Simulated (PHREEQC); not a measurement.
Solution (5 °C): 0.019 mol/kgw HF, 0.00093 mol/kgw CsF and 0.198 mol/kgw H2SO4. Closed to the air; pH follows from the charge balance.

Computed with PHREEQC (ion-association model, wateq4f.dat).

Task: The ionic strength comes out as 0.269 mol/kgw. What activity coefficients do HSO4-, F-, HF2-, H+, SO4-2 get?

Result: HSO4- 0.71, F- 0.69, HF2- 0.69, H+ 0.79, SO4-2 0.27.

This is a speciation only: nothing precipitates in the calculation. Complexes and solids missing from the database can't appear. wateq4f.dat counts part of the HF as a dimer, H2F2, which phreeqc.dat doesn't know; its constant is uncertain. Away from 25 °C the constants follow the database's enthalpies or fits; those with neither stay at their 25 °C values.
